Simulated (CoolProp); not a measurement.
Values from CoolProp's reference Helmholtz-energy equation of state, Lemmon 2004. It is a short technical equation, of lower accuracy than the large ones.

Task: Give the vapour pressure (kPa), vapour viscosity (µPa s), liquid conductivity (mW/(m K)) of saturated n-dodecane at 514.5, 561.2 K.

Result: 
```json
[
 {"T (K)": "514.5", "p (kPa)": "178", "vapour viscosity (µPa s)": "7.80", "liquid conductivity (mW/(m K))": "90.3"},
 {"T (K)": "561.2", "p (kPa)": "432", "vapour viscosity (µPa s)": "8.58", "liquid conductivity (mW/(m K))": "81.5"}
]
```

Viscosity comes from a separate model (Huber 2004). Thermal conductivity comes from a separate model (Huber 2004).
